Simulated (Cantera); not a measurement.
Thermodynamics of silicon epitaxy and polysilicon growth, feed SiCl4 + Cl2 + H2

Charge: 1 mol SiCl4, 0.15 mol Cl2, 12 mol H2, at 0.100 bar.

Method: chemical equilibrium by Gibbs-energy minimisation in Cantera with the NASA 1993 tables (ideal gas, pure condensed phases). Candidate condensed phases: Si; 19 gas species. The tables' values for SiCl3 are old estimates; treat these amounts as uncertain. Rates play no part.

From 727 °C to 1252 °C nothing is condensed. The main Si-bearing gas is SiCl4 at 727 °C and SiCl2 at 1252 °C.

```json
[
 {"T (°C)": "727", "x H2": "0.889", "x HCl": "0.0355", "x SiCl4": "0.0637", "x SiCl2": "0.000164", "x SiHCl3": "0.0112", "x SiCl3": "0.000657"},
 {"T (°C)": "802", "x H2": "0.881", "x HCl": "0.0429", "x SiCl4": "0.0574", "x SiCl2": "0.00122", "x SiHCl3": "0.0147", "x SiCl3": "0.00211"},
 {"T (°C)": "877", "x H2": "0.869", "x HCl": "0.0552", "x SiCl4": "0.0489", "x SiCl2": "0.00540", "x SiHCl3": "0.0156", "x SiCl3": "0.00491"},
 {"T (°C)": "952", "x H2": "0.851", "x HCl": "0.0748", "x SiCl4": "0.0376", "x SiCl2": "0.0147", "x SiHCl3": "0.0133", "x SiCl3": "0.00836"},
 {"T (°C)": "1027", "x H2": "0.827", "x HCl": "0.0996", "x SiCl4": "0.0247", "x SiCl2": "0.0282", "x SiHCl3": "0.00933", "x SiCl3": "0.0108"},
 {"T (°C)": "1102", "x H2": "0.804", "x HCl": "0.123", "x SiCl4": "0.0133", "x SiCl2": "0.0422", "x SiHCl3": "0.00552", "x SiCl3": "0.0110"},
 {"T (°C)": "1177", "x H2": "0.788", "x HCl": "0.141", "x SiCl4": "0.00592", "x SiCl2": "0.0533", "x SiHCl3": "0.00286", "x SiCl3": "0.00930"},
 {"T (°C)": "1252", "x H2": "0.778", "x HCl": "0.151", "x SiCl4": "0.00237", "x SiCl2": "0.0604", "x SiHCl3": "0.00138", "x SiCl3": "0.00693"}
]
```
x: gas mole fraction; nothing condenses.
